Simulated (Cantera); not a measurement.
A counterflow diffusion flame at 0.987 atm, nozzles 20 mm apart: fuel side 76.4 % CH4, 6.04 % C2H6, 17.6 % N2 at 425 K, oxidiser side 20.0 % O2, 80.0 % N2 at 800 K, fuel mass flux 1.3 times the oxidiser's; mixture-averaged transport, no radiation.

Detailed kinetics in Cantera: GRI-Mech 3.0 (53 species, 325 reactions). GRI-Mech 3.0 has no aromatics or soot, which form on the fuel side of real flames. The maximum strain rate includes the flame's own expansion and is several times the mean.

x: mole fraction; the columns are a selection and need not sum to one.

```tsv
oxidiser flux (kg/m²/s)	max strain (1/s)	mean strain (1/s)	T max (K)	peak x OH	peak x H	peak x NO	peak x CO	peak x C2H2
0.25	256	59.1	2180	0.00928	0.00496	0.000343	0.0587	0.0171
0.34	340	80.4	2165	0.00925	0.00517	0.000317	0.0578	0.0162
0.46	451	109	2152	0.00922	0.00539	0.000291	0.0572	0.0154
0.63	606	149	2137	0.00914	0.00561	0.000262	0.0567	0.0146
0.85	802	201	2123	0.00903	0.00580	0.000232	0.0564	0.0138
1.2	[?]	284	2103	0.00880	0.00596	[?]	0.0562	0.0128
1.6	[?]	378	2084	0.00852	0.00602	[?]	0.0561	[?]
2.1	1880	496	2062	0.00816	0.00600	0.000127	0.0562	0.0105
2.9	2540	685	2031	0.00758	0.00583	8.95e-5	0.0566	0.00893
```

**Question.** Complete the blanks.

**Answer.** 
- 1.2, max strain (1/s): 1110
- 1.2, peak x NO: 0.000193
- 1.6, max strain (1/s): 1450
- 1.6, peak x NO: 0.000159
- 1.6, peak x C2H2: 0.0117
